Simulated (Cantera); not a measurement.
An isothermal, constant-pressure homogeneous reactor starts with NO : N2 = 1 : 0.95 (molar parts), at 2075 K and 0.0355 atm. Integrator tolerance rtol = 1e-08.

Model: GRI-Mech 3.0 (53 species, 325 reactions), integrated in Cantera. Radical loss at walls, strong at low pressure, is not modelled.

Problem. What does this change do: NO 1 to 2.3 parts?

Solution. 
```json
[
 {"quantity": "x(NO) at 1.00 s", "before": "0.404 (gas-phase equilibrium 0.00989)", "after": "0.521 (gas-phase equilibrium 0.0108)"},
 {"quantity": "x(O2) at 1.00 s", "before": "0.0534 (gas-phase equilibrium 0.250)", "after": "0.0919 (gas-phase equilibrium 0.346)"},
 {"quantity": "x(NO2) at 1.00 s", "before": "5.81e-5 (gas-phase equilibrium 3.12e-6)", "after": "9.74e-5 (gas-phase equilibrium 4.03e-6)"},
 {"quantity": "x(N2) at 1.00 s", "before": "0.541 (gas-phase equilibrium 0.737)", "after": "0.385 (gas-phase equilibrium 0.640)"},
 {"quantity": "x(N2O) at 1.00 s", "before": "5.44e-5 (gas-phase equilibrium 1.02e-7)", "after": "8.28e-5 (gas-phase equilibrium 1.04e-7)"},
 {"quantity": "x(O) at 1.00 s", "before": "0.00160 (gas-phase equilibrium 0.00309)", "after": "0.00205 (gas-phase equilibrium 0.00363)"}
]
```

Problem. What does this change do: NO 1 to 3.6 parts?

Solution. 
```
quantity                                           before                                     after
----------------  ---------------------------------------  ----------------------------------------
x(NO) at 1.00 s     0.404 (gas-phase equilibrium 0.00989)      0.567 (gas-phase equilibrium 0.0111)
x(O2) at 1.00 s      0.0534 (gas-phase equilibrium 0.250)       0.111 (gas-phase equilibrium 0.387)
x(NO2) at 1.00 s  5.81e-5 (gas-phase equilibrium 3.12e-6)  0.000116 (gas-phase equilibrium 4.36e-6)
x(N2) at 1.00 s       0.541 (gas-phase equilibrium 0.737)       0.320 (gas-phase equilibrium 0.598)
x(N2O) at 1.00 s  5.44e-5 (gas-phase equilibrium 1.02e-7)   9.47e-5 (gas-phase equilibrium 1.03e-7)
x(O) at 1.00 s    0.00160 (gas-phase equilibrium 0.00309)   0.00224 (gas-phase equilibrium 0.00385)
```
